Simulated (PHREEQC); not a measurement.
Make-up at 25 °C and 50 atm: 0.0011 mol TMAH per kg of water. Closed to the air; pH follows from the charge balance.

Model: ion-association model, phreeqc.dat, run in PHREEQC.

| Quantity | Value |
|---|---|
| pH | 11.00 |
| ionic strength | 0.00110 mol/kgw |
| total alkalinity | 1.10 meq/kg |

| species | molality | activity | log γ |
|---|---|---|---|
| OH- | 0.00110 | 0.00106 | -0.016 |
| (CH3)4N+ | 0.00110 | 0.00106 | -0.016 |

Precipitation was switched off in this run. Under pressure, the constants of complexes without a molar volume in the database are unreliable. (CH3)4N+ isn't in the database: it is added as a free cation with an ion size of 4 Å.
